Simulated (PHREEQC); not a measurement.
# Nickel, zinc or cadmium bath: speciation

Dissolve 0.0057 mol ZnSO4 and 0.0021 mol NaCl per kg of water at 20 °C. Closed to the air; pH follows from the charge balance.

Equilibrium calculation in PHREEQC: ion-association model, phreeqc.dat.

- pH: 5.88
- ionic strength: 0.0191 mol/kgw
- specific conductance: 1050 µS/cm

```json
[
 {"species": "Zn+2", "molality": "0.00424", "activity": "0.00251", "log γ": "-0.228"},
 {"species": "SO4-2", "molality": "0.00418", "activity": "0.00247", "log γ": "-0.228"},
 {"species": "Cl-", "molality": "0.00209", "activity": "0.00182", "log γ": "-0.060"},
 {"species": "Na+", "molality": "0.00208", "activity": "0.00182", "log γ": "-0.057"},
 {"species": "ZnSO4", "molality": "0.00139", "activity": "0.00140", "log γ": "0.002"},
 {"species": "Zn(SO4)2-2", "molality": "5.01e-5", "activity": "2.92e-5", "log γ": "-0.234"},
 {"species": "NaSO4-", "molality": "2.48e-5", "activity": "2.18e-5", "log γ": "-0.056"},
 {"species": "ZnCl+", "molality": "1.13e-5", "activity": "9.84e-6", "log γ": "-0.059"}
]
```

Precipitation was switched off in this run.
